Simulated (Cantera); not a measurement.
Feed: 1 mol B2O3, 0.11 mol O2, 0.72 mol H2, equilibrated at 1523 K.

Equilibrium computed with Cantera from the NASA thermochemical tables; the gas is ideal and each condensed phase is pure. Candidate condensed phases: B, B2O3, B3O3H3, H2O; 23 gas species. Gases not in the tables: H3BO3. Rates play no part.

x: gas mole fraction; n: condensed amount in mol.

```
P (Pa)   x H2    x B2O3  x HBO2    x H2O  x HBO  n B2O3(l)
------  -----  --------  ------  -------  -----  ---------
10      0.341     0.345   0.296  0.00995    [?]      0.288
46      0.521    0.0749   0.341   0.0608    [?]      0.765
220     0.599    0.0157   0.240    0.144    [?]      0.887
1000    0.644   0.00345   0.137    0.215    [?]      0.944
4600    0.669  0.000749  0.0703    0.259    [?]      0.973
22000   0.683  0.000157  0.0336    0.283    [?]      0.987
100000  0.689   3.45e-5  0.0161    0.294    [?]      0.993
```

Problem. Some entries are withheld; supply them.

Solution. 
- 10, x HBO: 0.00636
- 46, x HBO: 0.00183
- 220, x HBO: 0.000626
- 1000, x HBO: 0.000259
- 4600, x HBO: 0.000114
- 22000, x HBO: 5.09e-5
- 100000, x HBO: 2.37e-5
